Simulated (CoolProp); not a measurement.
Properties of propylene glycol along the isobar 101 kPa.

Computed with CoolProp (reference Helmholtz-energy equation of state, Eisenbach 2021).

| T (K) | phase | density (kg/m³) |
|---|---|---|
| 353.3 | liquid | ___ |
| 386.6 | liquid | ___ |
| 420 | liquid | ___ |
| 453.3 | liquid | 900.2 |
| 486.6 | gas | 1.931 |
| 520 | gas | 1.800 |
| 553.3 | gas | 1.687 |
| 586.7 | gas | 1.588 |
| 620 | gas | 1.500 |

Complete the blanks.


- 353.3, density (kg/m³): 989.4
- 386.6, density (kg/m³): 961.6
- 420, density (kg/m³): 932.0
